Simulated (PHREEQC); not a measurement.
Consider water at 25 °C with 11 mmol/kgw TMAH and 1.6 mmol/kgw K2SiO3. Closed to the air; pH follows from the charge balance.

The numbers come from PHREEQC with the ion-association model, wateq4f.dat.

Task: The ionic strength comes out as 0.0143 mol/kgw. What activity coefficients do OH-, H2SiO4-2, H3SiO4-, K+ get?

Result: OH- 0.88, H2SiO4-2 0.63, H3SiO4- 0.89, K+ 0.89.

Precipitation was switched off in this run. (CH3)4N+ isn't in the database: it is added as a free cation with an ion size of 4 Å.
